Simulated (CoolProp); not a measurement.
Values from CoolProp's reference Helmholtz-energy equation of state, Wu 2012.

Task: For fluoroethane (R161), give the phase and the speed of sound (m/s), expansivity (1/kK) at 105.35 °C and 0.758 MPa; 129.15 °C and 0.758 MPa; 153.05 °C and 0.758 MPa.

Result: 
- 105.35 °C and 0.758 MPa: gas; speed of sound 261, expansivity 3.17
- 129.15 °C and 0.758 MPa: gas; speed of sound 271, expansivity 2.87
- 153.05 °C and 0.758 MPa: gas; speed of sound 279, expansivity 2.64
